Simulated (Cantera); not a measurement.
A closed system holds: 1 mol AlCl3, 0.58 mol H2O, 1.3 mol N2, equilibrated at 0.0160 bar.

Method: chemical equilibrium by Gibbs-energy minimisation in Cantera with the NASA 1993 tables (ideal gas, pure condensed phases). Candidate condensed phases: Al, AlCl3, AlN, Al2O3, H2O, NH4Cl; 45 gas species. The tables' values for AlCl2 are old estimates; treat these amounts as uncertain. Equilibrium is a limit: real reactors are often held back by kinetics, nucleation or transport.

At 1648 K, list the 4 most abundant gas species with their mole fractions, and the condensed phases.

N2 0.422, HCl 0.373, AlCl3 0.197, Cl 0.00503. Condensed: Al2O3(s).
